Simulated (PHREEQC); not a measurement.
Model water analysis in mg/kgw, 40 °C, pH 6.59, pe 12:

```
constituent         mg/kgw
------------------  ------
Na                    1730
K                      473
Ca                    39.6
Mg                    66.1
Cl                    2580
S(6) as SO4            844
Alkalinity as HCO3     203
Cu(2)                 2.78
```

Valence states are taken as typed.

All values are PHREEQC results (ion-association model, wateq4f.dat), not measurements.

```
quantity                    before     after
------------------------  --------  --------
ionic strength (mol/kgw)     0.101     0.101
HCO3- (mol/kgw)            0.00315   0.00316
Mg+2 (mol/kgw)             0.00203   0.00203
CO2 (mol/kgw)              0.00123   0.00247
NaSO4- (mol/kgw)          0.000986  0.000985
SI of Cu(OH)2 (Cu(OH)2)      -0.22     -0.72
```

### Question
What was changed between the two runs?
A. all concentrations times 3 at the same typed pH
B. Cu(2) from 2.78 to 1.39 mg/kgw
C. pH from 6.59 to 6.29 at the same alkalinity

### Answer
C, pH from 6.59 to 6.29 at the same alkalinity

This is a speciation only: nothing precipitates in the calculation. Some of these states are supersaturated (in Malachite, Atacamite, for instance). At this temperature some constants are extrapolated from 25 °C, and those without enthalpy data are left unchanged.
